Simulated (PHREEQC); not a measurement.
Make-up at 20 °C: 64 mmol/kgw HNO3 and 110 mmol/kgw AlCl3. Closed to the air; pH follows from the charge balance.

Computed with PHREEQC (ion-association model, phreeqc.dat).

The ionic strength comes out as 0.724 mol/kgw. What activity coefficients do AlOH+2, H+, Cl-, Al+3, NO3- get?

AlOH+2 0.21, H+ 0.75, Cl- 0.63, Al+3 0.079, NO3- 0.58.

No solid was allowed to form. The ionic strength is past about 0.7 mol/kgw, beyond the range of this activity model, so the values are rough. Species that the database lacks are ignored.
